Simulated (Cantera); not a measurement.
An adiabatic, constant-pressure homogeneous reactor starts with C₃H₈ : O₂ : N₂ = 1 : 2.94 : 11.1 (molar parts), at 1775 K and 1.00 atm. Integrator tolerance rtol = 1e-08.

Detailed kinetics in Cantera: GRI-Mech 3.0 (53 species, 325 reactions). GRI-Mech 3.0 was tuned for natural gas; its chemistry of propane as a main component is partial and can be far from experiment.

### Question
What does this change do: C3H8 1 to 0.42 parts?

### Answer
```csv
quantity,before,after
time of steepest temperature rise,16.6 µs,13.8 µs
temperature at 0.300 s,2829 K,2743 K
equilibrium temperature,2829 K,2743 K
x(C₃H₈) at 0.300 s,<1e-12 (gas-phase equilibrium <1e-12),<1e-12 (gas-phase equilibrium <1e-12)
x(O₂) at 0.300 s,0.00106 (gas-phase equilibrium 0.00106),0.0549 (gas-phase equilibrium 0.0549)
x(NO) at 0.300 s,0.00238 (gas-phase equilibrium 0.00238),0.0166 (gas-phase equilibrium 0.0166)
x(C₂H₆) at 0.300 s,<1e-12 (gas-phase equilibrium <1e-12),<1e-12 (gas-phase equilibrium <1e-12)
x(H₂O) at 0.300 s,0.113 (gas-phase equilibrium 0.113),0.0901 (gas-phase equilibrium 0.0901)
```
